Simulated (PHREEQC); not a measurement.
Dissolve 0.0028 mol/kgw KOH and 0.00017 mol/kgw H3BO3 at 25 °C. Closed to the air; pH follows from the charge balance.

The numbers come from PHREEQC with the ion-association model, phreeqc.dat.

```json
[
 {"quantity": "pH", "before": "11.39", "after": "9.89"},
 {"quantity": "ionic strength (mol/kgw)", "before": "0.00280", "after": "0.00280"},
 {"quantity": "H3BO3 (mol/kgw)", "before": "1.13e-6", "after": "1.33e-5"}
]
```

Question: What was changed between the two runs?
A) temperature from 25 to 85 °C
B) H3BO3 replaced by Na2B4O7 at the same molality
C) KOH from 0.0028 to 0.028 mol/kgw
D) H3BO3 replaced by NH4BF4 at the same molality
E) KOH from 0.0028 to 0.00028 mol/kgw

Answer: A, temperature from 25 to 85 °C

Precipitation was switched off in this run. Away from 25 °C the constants follow the database's enthalpies or fits; those with neither stay at their 25 °C values.
